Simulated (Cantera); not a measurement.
Mixture: C3H8 : O2 : N2 = 1 : 2.94 : 11.1 (molar parts), at 9.87 atm, adiabatic and at constant volume. Ignition delay is the time to a rise of 400 K.

Detailed kinetics in Cantera: GRI-Mech 3.0 (53 species, 325 reactions). GRI-Mech 3.0 was tuned for natural gas; its chemistry of propane as a main component is partial and can be far from experiment.

Question: What does this change do: N2 11.1 to 30 parts?

Answer: 
| quantity | before | after |
|---|---|---|
| delay at 1150 K | 4.32 ms | 8.65 ms |
| delay at 1250 K | 0.678 ms | 1.32 ms |
| delay at 1350 K | 0.130 ms | 0.258 ms |
| delay at 1450 K | 32.8 µs | 67.3 µs |
| delay at 1550 K | 11.0 µs | 23.0 µs |
| apparent activation energy between 1500 and 1600 K | 190 kJ/mol | 190 kJ/mol |

Question: What does this change do: constant pressure in place of constant volume?

Answer: 
```tsv
quantity	before	after
delay at 1150 K	4.32 ms	4.54 ms
delay at 1250 K	0.678 ms	0.731 ms
delay at 1350 K	0.130 ms	0.143 ms
delay at 1450 K	32.8 µs	36.9 µs
delay at 1550 K	11.0 µs	12.6 µs
apparent activation energy between 1500 and 1600 K	190 kJ/mol	190 kJ/mol
```
